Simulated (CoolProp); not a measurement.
Vapour-liquid equilibrium of propylene (1) + R142b (2) at -59.25 °C; x and y are mole fractions of (1).

Values from CoolProp's multi-fluid Helmholtz-energy mixture model, Lemmon 2013 and Lemmon 2006; pair parameters Bell 2016.

Give the bubble pressure and the first vapour's composition at x = 0.2, 0.575, 0.8. Is there an azeotrope?

x = 0.2: 0.02058 MPa, y = 0.704; x = 0.575: 0.04008 MPa, y = 0.909; x = 0.8: 0.04928 MPa, y = 0.959. No azeotrope shows between x = 0.05 and 0.95.

The pair parameters rest on a limited set of measurements; away from them the model extrapolates.
